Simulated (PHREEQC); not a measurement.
Dissolve 0.08 mol/kgw (CH3)4NCl at 90 °C. It is in equilibrium with CO2 at log p = -3.4 (atm). Otherwise closed; pH follows from the charge balance.

Equilibrium calculation in PHREEQC: ion-association model, phreeqc.dat.

```
Item                    Result
--------------  --------------
pH                        5.81
ionic strength  0.0800 mol/kgw
```

```csv
species,molality,activity,log γ
Cl-,0.0800,0.0605,-0.121
(CH3)4N+,0.0800,0.0607,-0.120
CO2,4.46e-6,4.54e-6,0.008
H+,1.91e-6,1.55e-6,-0.089
HCO3-,1.57e-6,1.22e-6,-0.109
OH-,3.36e-7,2.53e-7,-0.124
```

No solid was allowed to form. (CH3)4N+ isn't in the database: it is added as a free cation with an ion size of 4 Å. Away from 25 °C the constants follow the database's enthalpies or fits; those with neither stay at their 25 °C values.
